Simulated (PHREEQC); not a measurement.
0.16 g of hydrous ferric oxide (600 m²/g; 0.2 weak and 0.005 strong sites per Fe, Dzombak-Morel constants, diffuse double layer) in 1 kg of water with 0.3 mol/kgw of an inert sodium salt and 7.8e-05 mol/kgw H3BO3, 3.6e-05 mol/kgw NiCl2 and 7.2e-05 mol/kgw ZnSO4, at 25 °C; the pH is set by adding NaOH or the inert anion's acid. Oxygen is held at 0.21 atm. The system is closed to CO2. Precipitation was switched off in this run.

Base run: PHREEQC, ion-association model, wateq4f.dat. Each further column changes one thing. The table gives Zn sorbed (%).

```csv
pH,base,no electrostatic term (-no_edl),background salt from 0.3 to 0.03 mol/kgw,oxide from 0.16 to 0.8 g/kgw
4,0.0,0.0,0.0,0.1
4.5,0.1,0.1,0.2,0.6
5,1.0,1.2,1.4,4.5
6,11.3,14.4,[?],45.9
6.5,23.0,37.8,26.0,[?]
7,52.3,[?],55.6,91.5
7.5,81.2,94.4,82.6,98.5
8,94.7,98.4,[?],99.8
9,99.2,98.8,99.3,100.0
9.5,99.0,94.1,99.3,100.0
10,98.0,67.9,99.1,100.0
```

Question: Fill in the missing entries.

Answer: 
- 6, background salt from 0.3 to 0.03 mol/kgw: 12.5
- 6.5, oxide from 0.16 to 0.8 g/kgw: 70.6
- 7, no electrostatic term (-no_edl): 77.1
- 8, background salt from 0.3 to 0.03 mol/kgw: 95.4

In at least one series the solution becomes supersaturated in solids that the run did not let form, among them Ni(OH)2.
